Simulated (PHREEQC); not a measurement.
A solution holds 0.0046 mol/kgw Na2B4O7 and 0.075 mol/kgw Na2HPO4, at 25 °C. Closed to the air; pH follows from the charge balance.

Computed with PHREEQC (ion-association model, phreeqc.dat).

pH: 9.10
ionic strength: 0.223 mol/kgw
density: 1.008 g/cm³
total alkalinity: 84.2 meq/kg

```csv
species,molality,activity,log γ
Na+,0.153,0.114,-0.129
HPO4-2,0.0685,0.0197,-0.542
H2BO3-,0.00928,0.00689,-0.129
H3BO3,0.00911,0.00959,0.022
NaHPO4-,0.00590,0.00436,-0.131
H2PO4-,0.000343,0.000254,-0.131
PO4-3,0.000240,1.11e-5,-1.337
OH-,1.80e-5,1.26e-5,-0.156
H+,1.01e-9,8.01e-10,-0.100
```

Precipitation was switched off in this run.
